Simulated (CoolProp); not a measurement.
Vapour-liquid equilibrium of R134a (1) + R123 (2) at 28.75 °C; x and y are mole fractions of (1).

The numbers come from the multi-fluid Helmholtz-energy mixture model, Tillner-Roth 1994 and Younglove 1994; pair parameters Bell 2016 in CoolProp.

**Question.** Give the bubble pressure and the first vapour's composition at x = 0.35, 0.65, 0.95. Is there an azeotrope?

**Answer.** x = 0.35: 0.3633 MPa, y = 0.785; x = 0.65: 0.5408 MPa, y = 0.905; x = 0.95: 0.7113 MPa, y = 0.986. No azeotrope shows between x = 0.05 and 0.95.

Pair parameters are fitted to limited data, so mixtures are less certain than the pure fluids.
